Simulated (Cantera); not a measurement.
A freely propagating, adiabatic, planar premixed flame of 27.2 % H2, 15.3 % O2, 57.5 % N2, unburnt at 500 K and 0.888 atm; mixture-averaged transport, grid criteria slope 0.08 and curve 0.16, no radiation.

Detailed kinetics in Cantera: the H2/O2 subset of GRI-Mech 3.0, which has no nitrogen chemistry. Burning velocities carry a grid error of a few per cent, more on coarse grids.

x: mole fraction of selected species; z is measured from the peak of heat release.

| z (mm) | T (K) | u (m/s) | x H2 | x O2 | x H2O | x O | x HO2 | x OH |
|---|---|---|---|---|---|---|---|---|
| -1.48 | 500 | 4.81 | 0.272 | 0.153 | <1e-8 | <1e-8 | <1e-8 | <1e-8 |
| -0.985 | 500 | 4.81 | 0.272 | 0.153 | <1e-8 | <1e-8 | <1e-8 | <1e-8 |
| -0.739 | 500 | 4.81 | 0.272 | 0.153 | <1e-8 | <1e-8 | <1e-8 | <1e-8 |
| -0.493 | 500 | 4.81 | 0.272 | 0.153 | 1.52e-7 | <1e-8 | 1.14e-7 | <1e-8 |
| -0.246 | 512 | 4.90 | 0.267 | 0.154 | 0.000390 | 3.12e-6 | 0.000163 | 1.95e-5 |
| -0.123 | 738 | 6.87 | 0.231 | 0.150 | 0.0194 | 0.000239 | 0.000234 | 0.000879 |
| 0 | 1196 | 10.7 | 0.133 | 0.112 | 0.104 | 0.00499 | 9.25e-5 | 0.00336 |
| 0.123 | … | 13.4 | … | … | … | … | … | … |
| 0.246 | 1669 | 14.7 | 0.0375 | 0.0421 | 0.225 | 0.0131 | 2.58e-5 | 0.0132 |
| 0.493 | … | 16.0 | … | … | 0.238 | … | … | 0.0158 |
| 0.985 | 1989 | 17.2 | 0.0299 | 0.0325 | 0.251 | 0.00884 | 1.21e-5 | 0.0171 |
| 1.97 | 2136 | 18.3 | 0.0242 | 0.0287 | 0.265 | 0.00609 | 7.81e-6 | 0.0169 |
| 3.94 | 2257 | 19.1 | 0.0176 | 0.0255 | 0.278 | 0.00379 | 5.06e-6 | 0.0152 |

Question: What belongs in the gaps?

Answer: 
- 0.123, T (K): 1514
- 0.123, x H2: 0.0548
- 0.123, x O2: 0.0581
- 0.123, x H2O: 0.198
- 0.123, x O: 0.0119
- 0.123, x HO2: 4.12e-5
- 0.123, x OH: 0.00964
- 0.493, T (K): 1829
- 0.493, x H2: 0.0336
- 0.493, x O2: 0.0365
- 0.493, x O: 0.0115
- 0.493, x HO2: 1.79e-5
